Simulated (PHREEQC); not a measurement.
A solution holds 19 mmol/kgw LiOH, 0.062 mmol/kgw (NH4)2CO3 and 2.8 mmol/kgw Na2CO3, at 25 °C. Closed to the air; pH follows from the charge balance.

The numbers come from PHREEQC with the ion-association model, phreeqc.dat.

```
Property                      Result
--------------------  --------------
pH                             12.20
ionic strength        0.0271 mol/kgw
specific conductance      4570 µS/cm
total alkalinity         24.7 meq/kg
```

```tsv
species	molality	activity	log γ
Li+	0.0190	0.0164	-0.063
OH-	0.0189	0.0161	-0.071
Na+	0.00545	0.00468	-0.067
CO3-2	0.00269	0.00148	-0.260
NaCO3-	0.000150	0.000129	-0.068
NH3	0.000124	0.000125	0.003
HCO3-	2.30e-5	1.98e-5	-0.065
NH4+	1.63e-7	1.38e-7	-0.074
NaHCO3	5.18e-8	5.21e-8	0.003
```

Precipitation was switched off in this run.
